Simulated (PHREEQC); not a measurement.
CaCl2 is added in steps, without added water, to 1 kg of water holding 0.26 mol/kgw NaHS and 7.8e-05 mol/kgw CdCl2, at 25 °C. The system is closed to oxygen. The system is closed to CO2. The run lets Portlandite, Cd(OH)2, CdOHCl, Greenockite, Halite precipitate or redissolve, and no other solid.

Base run: PHREEQC, ion-association model, wateq4f.dat. Each further column changes one thing. The table gives Greenockite (mol).

```
CaCl2 added (mol)     base  metal-ligand complexes left out  all activity coefficients set to 1  Debye-Hückel limiting law
-----------------  -------  -------------------------------  ----------------------------------  -------------------------
0                  7.75e-5                          7.80e-5                             7.77e-5                    7.67e-5
0.0585             7.75e-5                          7.80e-5                             7.77e-5                    7.58e-5
0.117              7.76e-5                          7.80e-5                             7.77e-5                    7.48e-5
0.1755             7.76e-5                          7.80e-5                             7.77e-5                    7.34e-5
0.2145             7.76e-5                          7.80e-5                             7.77e-5                    7.23e-5
0.273              7.77e-5                          7.80e-5                             7.76e-5                    7.02e-5
0.3315             7.77e-5                          7.80e-5                             7.76e-5                    6.78e-5
0.39               7.78e-5                          7.80e-5                             7.76e-5                    6.48e-5
```

The ionic strength passes 0.7 mol/kgw, the rough limit of the ion-association models, in part of: base; metal-ligand complexes left out; all activity coefficients set to 1; Debye-Hückel limiting law. The polysulfide entries of wateq4f.dat were taken out for this run.
